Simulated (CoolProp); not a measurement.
1,2-dichloroethane along the isotherm 185.55 °C: Z from the reference equation and from simpler models built on Tc = 288.4 °C, pc = 5.226 MPa, ω = 0.269; each cubic takes its own stable root.

Values from CoolProp's reference Helmholtz-energy equation of state, Thol 2015.

| p (MPa) | phase | reference | Redlich-Kwong | Soave-Redlich-Kwong |
|---|---|---|---|---|
| 6.53 | liquid | 0.1711 | 0.2050 | 0.1968 |
| 13.1 | liquid | 0.3359 | 0.3931 | 0.3811 |
| 19.6 | liquid | 0.4938 | 0.5694 | 0.5552 |
| 26.1 | liquid | 0.6479 | 0.7392 | 0.7236 |
| 32.7 | liquid | 0.8010 | 0.9067 | 0.8901 |
| 39.2 | liquid | 0.9492 | 1.068 | 1.051 |
| 45.7 | liquid | 1.095 | 1.226 | 1.209 |
| 52.3 | liquid | 1.241 | 1.385 | 1.367 |
